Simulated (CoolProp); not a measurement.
Values from CoolProp's reference Helmholtz-energy equation of state, Guder 2009.

Give the vapour pressure (MPa), vapour density (kg/m³), liquid cp (kJ/(kg K)) of saturated sulfur hexafluoride at 15.45, 24.25 °C.


| T (°C) | p (MPa) | vapour density (kg/m³) | liquid cp (kJ/(kg K)) |
|---|---|---|---|
| 15.45 | 1.88 | 167 | 1.17 |
| 24.25 | 2.32 | 219 | 1.32 |
